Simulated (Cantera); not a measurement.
# Formation from one mole of F2

Standard-state values (1 bar) from the NASA 1993 polynomials, evaluated with Cantera. Values are per mole of reaction as written; species without (g) are pure solids or liquids, kept so even where they would boil at 1 bar. The tables' values for C2F4 are old estimates.

C + F2(g) ⇌ 0.5 C2F4(g)

| T (K) | ΔH° (kJ) | ΔS° (J/K) | ΔG° (kJ) | log10 K |
|---|---|---|---|---|
| 2048 | -327.1 | -56.1 | -212.3 | 5.41 |
| 2073 | -327.1 | -56.1 | -210.9 | 5.31 |
| 2098 | -327.1 | -56.0 | -209.5 | 5.22 |
| 2123 | -327.0 | -56.0 | -208.1 | 5.12 |
| 2148 | -327.0 | -56.0 | -206.7 | 5.03 |
| 2173 | -327.0 | -56.0 | -205.3 | 4.93 |
| 2198 | -327.0 | -56.0 | -203.9 | 4.84 |
| 2223 | -327.0 | -56.0 | -202.5 | 4.76 |

Cu + F2(g) ⇌ CuF2

```tsv
T (K)	ΔH° (kJ)	ΔS° (J/K)	ΔG° (kJ)	log10 K
2048	-452.4	-75.4	-298.0	7.60
2073	-451.7	-75.0	-296.1	7.46
2098	-450.9	-74.7	-294.2	7.33
2123	-450.2	-74.4	-292.4	7.19
2148	-449.5	-74.0	-290.5	7.06
2173	-448.8	-73.7	-288.7	6.94
2198	-448.1	-73.4	-286.8	6.82
2223	-447.4	-73.0	-285.0	6.70
```

0.6667 B + F2(g) ⇌ 0.6667 BF3(g)

| T (K) | ΔH° (kJ) | ΔS° (J/K) | ΔG° (kJ) | log10 K |
|---|---|---|---|---|
| 2048 | -764.0 | -45.1 | -671.7 | 17.13 |
| 2073 | -764.1 | -45.1 | -670.5 | 16.90 |
| 2098 | -764.2 | -45.2 | -669.4 | 16.67 |
| 2123 | -764.4 | -45.3 | -668.3 | 16.44 |
| 2148 | -764.5 | -45.3 | -667.1 | 16.22 |
| 2173 | -764.6 | -45.4 | -666.0 | 16.01 |
| 2198 | -764.7 | -45.4 | -664.9 | 15.80 |
| 2223 | -764.8 | -45.5 | -663.7 | 15.60 |
